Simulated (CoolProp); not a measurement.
Vapour-liquid equilibrium of methanol (1) + ethanol (2) at 406.1 K; x and y are mole fractions of (1).

Computed with CoolProp (multi-fluid Helmholtz-energy mixture model, de Reuck 1993 and Schroeder 2014; pair parameters Bell 2016).

```csv
x,bubble pressure (MPa),y at the bubble point,dew pressure at overall composition x (MPa),liquid density (mol/L)
0.05,0.6378,0.069,0.6338,14.86
0.2,0.6788,0.255,0.6663,15.61
0.35,0.7184,0.422,0.7009,16.42
0.5,0.7584,0.575,0.7382,17.30
0.65,0.8003,0.717,0.7798,18.27
0.8,0.8450,0.848,0.8278,19.34
0.95,0.8931,0.964,0.8866,20.51
```

No azeotrope shows between x = 0.05 and 0.95.

The pair parameters rest on a limited set of measurements; away from them the model extrapolates.
